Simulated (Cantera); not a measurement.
**Hydrocarbon pyrolysis for carbon deposition**

An isothermal, constant-pressure homogeneous reactor starts with C3H8 : H2 = 1 : 2.3 (molar parts), at 1598 K and 0.000720 bar.

Computed with Cantera and GRI-Mech 3.0 (53 species, 325 reactions). GRI-Mech 3.0 was tuned for natural gas; its chemistry of propane as a main component is partial and can be far from experiment. GRI-Mech 3.0 stops at C3 and has no aromatics, soot or wall deposition, so with more carbon than oxygen in the feed, carbon stays in small species such as C2H2 where larger ones or solid carbon would form. Radical loss at walls, strong at low pressure, is not modelled.

| t (s) | x C3H8 | x H2 | x C2H4 | x C2H2 | x C2H |
|---|---|---|---|---|---|
| 3.00e-6 | 0.303 | 0.697 | 2.16e-7 | <1e-12 | <1e-12 |
| 8.42e-6 | 0.303 | 0.697 | 1.69e-6 | 2.35e-12 | <1e-12 |
| 2.36e-5 | 0.302 | 0.696 | 1.35e-5 | 5.24e-11 | <1e-12 |
| 6.62e-5 | 0.300 | 0.696 | 0.000117 | 1.29e-9 | <1e-12 |
| 0.000186 | 0.295 | 0.693 | 0.00113 | 4.98e-8 | <1e-12 |
| 0.000521 | 0.275 | 0.683 | 0.00912 | 3.62e-6 | 1.02e-11 |
| 0.00146 | 0.207 | 0.646 | 0.0487 | 0.000245 | 1.94e-9 |
| 0.00410 | 0.0489 | 0.562 | 0.149 | 0.0103 | 2.97e-7 |
| 0.0115 | 0.000160 | 0.568 | 0.120 | 0.0805 | 2.07e-6 |
| 0.0323 | 3.56e-7 | 0.599 | 0.0706 | 0.130 | 1.25e-6 |
| 0.0906 | 4.73e-8 | 0.618 | 0.0383 | 0.160 | 7.03e-7 |
| 0.254 | 1.03e-8 | 0.632 | 0.0160 | 0.181 | 4.60e-7 |
| 0.713 | 5.07e-9 | 0.645 | 0.00393 | 0.194 | 4.09e-7 |
| 2.00 | 4.17e-9 | 0.663 | 0.00168 | 0.202 | 4.87e-7 |
x: mole fraction; the columns are a selection and need not sum to one.

Equilibrium at this temperature and pressure: C3H8 <1e-12, H2 0.760, C2H4 1.46e-5, C2H2 0.238, C2H 1.81e-6 (gas phase only).
